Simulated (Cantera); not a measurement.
Ammonia decomposition in nitride growth gas

An isothermal, constant-pressure homogeneous reactor starts with NH₃ : N₂ = 1 : 2.4 (molar parts), at 1525 K and 20.0 Torr.

Computed with Cantera and the gas-phase N/H chemistry of the illustrative SiF4/NH3 mechanism in the Surface Chemkin manual (1991). Walls and surfaces, which speed up NH3 decomposition in real reactors, are not modelled.

```csv
t (s),x NH₃,x NH,x N₂,x H,x N
2.00e-6,0.294,<1e-12,0.706,1.70e-10,<1e-12
1.18e-5,0.294,<1e-12,0.706,7.76e-10,<1e-12
6.93e-5,0.294,<1e-12,0.706,1.58e-9,<1e-12
0.000408,0.294,<1e-12,0.706,1.62e-9,<1e-12
0.00240,0.294,7.80e-12,0.706,1.62e-9,<1e-12
0.0141,0.294,5.69e-10,0.706,1.65e-9,<1e-12
0.0833,0.294,1.90e-8,0.706,2.89e-9,4.67e-12
0.490,0.294,1.90e-7,0.706,6.87e-8,2.67e-10
2.89,0.289,2.92e-7,0.705,6.50e-7,3.28e-9
17.0,0.265,3.74e-7,0.701,3.27e-6,1.39e-8
100,0.180,3.11e-7,0.688,1.26e-5,1.88e-8
```
x: mole fraction; the columns are a selection and need not sum to one.

Equilibrium at this temperature and pressure: NH₃ 2.44e-7, NH 3.10e-12, N₂ 0.659, H 8.51e-5, N <1e-12 (gas phase only).
